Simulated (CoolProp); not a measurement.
Vapour-liquid equilibrium of R134a (1) + dimethyl ether (2) at 0.764 MPa; x and y are mole fractions of (1).

The numbers come from the multi-fluid Helmholtz-energy mixture model, Tillner-Roth 1994 and Wu 2011; pair parameters Bell 2016 in CoolProp.

```json
[
 {"x": "0.05", "bubble temperature, mixture model (°C)": "34.5", "bubble temperature, Raoult's law (°C)": "34.0", "y, mixture model": "0.045", "y, Raoult's law": "0.056"},
 {"x": "0.125", "bubble temperature, mixture model (°C)": "34.8", "bubble temperature, Raoult's law (°C)": "33.6", "y, mixture model": "0.118", "y, Raoult's law": "0.140"},
 {"x": "0.2", "bubble temperature, mixture model (°C)": "35.0", "bubble temperature, Raoult's law (°C)": "33.3", "y, mixture model": "0.196", "y, Raoult's law": "0.221"},
 {"x": "0.275", "bubble temperature, mixture model (°C)": "35.0", "bubble temperature, Raoult's law (°C)": "32.9", "y, mixture model": "0.279", "y, Raoult's law": "0.301"},
 {"x": "0.35", "bubble temperature, mixture model (°C)": "34.9", "bubble temperature, Raoult's law (°C)": "32.5", "y, mixture model": "0.363", "y, Raoult's law": "0.379"},
 {"x": "0.425", "bubble temperature, mixture model (°C)": "34.6", "bubble temperature, Raoult's law (°C)": "32.2", "y, mixture model": "0.448", "y, Raoult's law": "0.456"},
 {"x": "0.5", "bubble temperature, mixture model (°C)": "34.2", "bubble temperature, Raoult's law (°C)": "31.9", "y, mixture model": "0.531", "y, Raoult's law": "0.531"},
 {"x": "0.575", "bubble temperature, mixture model (°C)": "33.7", "bubble temperature, Raoult's law (°C)": "31.5", "y, mixture model": "0.612", "y, Raoult's law": "0.605"},
 {"x": "0.65", "bubble temperature, mixture model (°C)": "33.1", "bubble temperature, Raoult's law (°C)": "31.2", "y, mixture model": "0.690", "y, Raoult's law": "0.678"},
 {"x": "0.725", "bubble temperature, mixture model (°C)": "32.4", "bubble temperature, Raoult's law (°C)": "30.9", "y, mixture model": "0.764", "y, Raoult's law": "0.749"},
 {"x": "0.8", "bubble temperature, mixture model (°C)": "31.7", "bubble temperature, Raoult's law (°C)": "30.5", "y, mixture model": "0.834", "y, Raoult's law": "0.819"},
 {"x": "0.875", "bubble temperature, mixture model (°C)": "31.0", "bubble temperature, Raoult's law (°C)": "30.2", "y, mixture model": "0.900", "y, Raoult's law": "0.888"},
 {"x": "0.95", "bubble temperature, mixture model (°C)": "30.2", "bubble temperature, Raoult's law (°C)": "29.9", "y, mixture model": "0.961", "y, Raoult's law": "0.956"}
]
```

The largest gap from Raoult's law is +2.4 K in bubble temperature, at x = 0.425. y crosses x between x = 0.2 and 0.275: the model has an azeotrope there.

Pair parameters are fitted to limited data, so mixtures are less certain than the pure fluids.
